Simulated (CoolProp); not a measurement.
Vapour pressure (MPa) of chloromethane (R40): the reference equation beside estimates from Tc = 418.6 K, pc = 6.929 MPa, ω = 0.150.

Model: reference Helmholtz-energy equation of state, Thol 2014, in CoolProp.

```
T (K)  reference  Lee-Kesler  Redlich-Kwong  Soave-Redlich-Kwong  Peng-Robinson
-----  ---------  ----------  -------------  -------------------  -------------
238.8    0.06307     0.06103        0.08177              0.06141        0.06345
241.2    0.07068     0.06846        0.09150              0.06884        0.07097
243.5    0.07864     0.07624         0.1016              0.07662        0.07882
245.9    0.08768     0.08509         0.1131              0.08548        0.08774
248.3    0.09753     0.09475         0.1256              0.09513        0.09744
250.7     0.1082      0.1053         0.1391               0.1056         0.1080
253.1     0.1198      0.1167         0.1537               0.1170         0.1194
255.4     0.1319      0.1285         0.1687               0.1288         0.1312
257.8     0.1454      0.1418         0.1855               0.1421         0.1445
260.2     0.1600      0.1562         0.2036               0.1565         0.1588
262.6     0.1757      0.1717         0.2230               0.1719         0.1743
264.9     0.1918      0.1877         0.2429               0.1879         0.1901
267.3     0.2098      0.2055         0.2649               0.2057         0.2078
269.7     0.2291      0.2247         0.2885               0.2248         0.2268
272.1     0.2498      0.2452         0.3136               0.2452         0.2471
```

Absolute difference from the reference over all 15 rows, mean and median: Lee-Kesler 2.5 and 2.6 %, Redlich-Kwong 27.8 and 27.9 %, Soave-Redlich-Kwong 2.3 and 2.3 %, Peng-Robinson 0.6 and 0.6 %.
